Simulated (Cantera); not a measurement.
An isothermal, constant-pressure homogeneous reactor starts with NH3 : H2 = 1 : 0.68 (molar parts), at 2325 K and 90.0 Torr. Integrator tolerance rtol = 1e-08.

Detailed kinetics in Cantera: the gas-phase N/H chemistry of the illustrative SiF4/NH3 mechanism in the Surface Chemkin manual (1991). Walls and surfaces, which speed up NH3 decomposition in real reactors, are not modelled.

**Question.** What does this change do: temperature 2325 to 1625 K?

**Answer.** 
| quantity | before | after |
|---|---|---|
| x(NH3) at 7.00 s | 4.56e-7 (gas-phase equilibrium 4.56e-7) | 0.443 (gas-phase equilibrium 1.64e-6) |
| x(H2) at 7.00 s | 0.788 (gas-phase equilibrium 0.788) | 0.510 (gas-phase equilibrium 0.813) |
| x(N) at 7.00 s | 6.31e-8 (gas-phase equilibrium 6.31e-8) | 1.85e-8 (gas-phase equilibrium 1.45e-12) |
| x(N2H4) at 7.00 s | <1e-12 (gas-phase equilibrium <1e-12) | 2.00e-8 (gas-phase equilibrium <1e-12) |
| x(NH2) at 7.00 s | 5.24e-8 (gas-phase equilibrium 5.24e-8) | 9.06e-5 (gas-phase equilibrium 9.04e-10) |
| x(H) at 7.00 s | 0.0284 (gas-phase equilibrium 0.0284) | 4.31e-5 (gas-phase equilibrium 0.000185) |
| x(NH) at 7.00 s | 4.01e-8 (gas-phase equilibrium 4.01e-8) | 5.22e-7 (gas-phase equilibrium 1.44e-11) |
